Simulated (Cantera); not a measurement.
# Diamond growth

A diamond (100) surface in a fixed gas of H2 with x(CH4) = 0.0028, x(CH3) = 0.00045, at 1175 K, 0.210 bar; coverages are run to steady state.

Model: the Harris–Goodwin 1993 mechanism for the reconstructed diamond (100) surface, integrated in Cantera.

```json
[
 {"x(H)": "0.0001", "growth (µm/h)": "2.88", "θ c6HH": "0.581", "θ c6H*": "0.0250", "θ c6*H": "0.336", "θ c6**": "0.00396", "θ c6HM": "0.0294"},
 {"x(H)": "0.00022", "growth (µm/h)": "7.20", "θ c6HH": "0.509", "θ c6H*": "0.0290", "θ c6*H": "0.390", "θ c6**": "0.00810", "θ c6HM": "0.0353"},
 {"x(H)": "0.00049", "growth (µm/h)": "15.9", "θ c6HH": "0.468", "θ c6H*": "0.0314", "θ c6*H": "0.422", "θ c6**": "0.0135", "θ c6HM": "0.0375"},
 {"x(H)": "0.0011", "growth (µm/h)": "30.6", "θ c6HH": "0.449", "θ c6H*": "0.0328", "θ c6*H": "0.441", "θ c6**": "0.0188", "θ c6HM": "0.0341"},
 {"x(H)": "0.0024", "growth (µm/h)": "49.2", "θ c6HH": "0.445", "θ c6H*": "0.0339", "θ c6*H": "0.455", "θ c6**": "0.0226", "θ c6HM": "0.0261"},
 {"x(H)": "0.0054", "growth (µm/h)": "68.0", "θ c6HH": "0.447", "θ c6H*": "0.0349", "θ c6*H": "0.466", "θ c6**": "0.0251", "θ c6HM": "0.0164"},
 {"x(H)": "0.012", "growth (µm/h)": "81.5", "θ c6HH": "0.450", "θ c6H*": "0.0357", "θ c6*H": "0.473", "θ c6**": "0.0266", "θ c6HM": "0.00891"},
 {"x(H)": "0.027", "growth (µm/h)": "89.7", "θ c6HH": "0.452", "θ c6H*": "0.0367", "θ c6*H": "0.477", "θ c6**": "0.0275", "θ c6HM": "0.00438"},
 {"x(H)": "0.059", "growth (µm/h)": "94.4", "θ c6HH": "0.453", "θ c6H*": "0.0383", "θ c6*H": "0.477", "θ c6**": "0.0282", "θ c6HM": "0.00212"}
]
```
θ: site fractions in the mechanism's names (c6HH fully hydrogenated, c6H* and c6*H radical sites, c6** diradical, c6HM methylated).
